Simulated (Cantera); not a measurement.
An adiabatic, constant-volume homogeneous reactor starts with CH4 : O2 : N2 = 1 : 2.53 : 13.4 (molar parts), equivalence ratio 0.79, at 1650 K and 0.770 bar. Integrator tolerance rtol = 1e-08.

Computed with Cantera and GRI-Mech 3.0 (53 species, 325 reactions).

Task: What does this change do: 0.66 parts H2O added?

Result: 
| quantity | before | after |
|---|---|---|
| time of steepest temperature rise | 0.456 ms | 0.467 ms |
| temperature at 0.300 s | 2720 K | 2678 K |
| equilibrium temperature | 2720 K | 2678 K |
| x(CH4) at 0.300 s | <1e-12 (gas-phase equilibrium <1e-12) | <1e-12 (gas-phase equilibrium <1e-12) |
| x(O2) at 0.300 s | 0.0321 (gas-phase equilibrium 0.0321) | 0.0311 (gas-phase equilibrium 0.0311) |
| x(HO2) at 0.300 s | 6.23e-6 (gas-phase equilibrium 6.23e-6) | 6.34e-6 (gas-phase equilibrium 6.34e-6) |
| x(CH2CO) at 0.300 s | <1e-12 (gas-phase equilibrium <1e-12) | <1e-12 (gas-phase equilibrium <1e-12) |
| x(CH3) at 0.300 s | <1e-12 (gas-phase equilibrium <1e-12) | <1e-12 (gas-phase equilibrium <1e-12) |
| x(CO) at 0.300 s | 0.0199 (gas-phase equilibrium 0.0199) | 0.0172 (gas-phase equilibrium 0.0172) |
| x(CO2) at 0.300 s | 0.0377 (gas-phase equilibrium 0.0377) | 0.0384 (gas-phase equilibrium 0.0384) |

Task: What does this change do: pressure from 0.770 bar to 5.00 bar?

Result: 
```json
[
 {"quantity": "time of steepest temperature rise", "before": "0.456 ms", "after": "0.100 ms"},
 {"quantity": "temperature at 0.300 s", "before": "2720 K", "after": "2836 K"},
 {"quantity": "equilibrium temperature", "before": "2720 K", "after": "2836 K"},
 {"quantity": "x(CH4) at 0.300 s", "before": "<1e-12 (gas-phase equilibrium <1e-12)", "after": "<1e-12 (gas-phase equilibrium <1e-12)"},
 {"quantity": "x(O2) at 0.300 s", "before": "0.0321 (gas-phase equilibrium 0.0321)", "after": "0.0292 (gas-phase equilibrium 0.0292)"},
 {"quantity": "x(HO2) at 0.300 s", "before": "6.23e-6 (gas-phase equilibrium 6.23e-6)", "after": "1.23e-5 (gas-phase equilibrium 1.23e-5)"},
 {"quantity": "x(CH2CO) at 0.300 s", "before": "<1e-12 (gas-phase equilibrium <1e-12)", "after": "<1e-12 (gas-phase equilibrium <1e-12)"},
 {"quantity": "x(CH3) at 0.300 s", "before": "<1e-12 (gas-phase equilibrium <1e-12)", "after": "<1e-12 (gas-phase equilibrium <1e-12)"},
 {"quantity": "x(CO) at 0.300 s", "before": "0.0199 (gas-phase equilibrium 0.0199)", "after": "0.0151 (gas-phase equilibrium 0.0151)"},
 {"quantity": "x(CO2) at 0.300 s", "before": "0.0377 (gas-phase equilibrium 0.0377)", "after": "0.0430 (gas-phase equilibrium 0.0430)"}
]
```
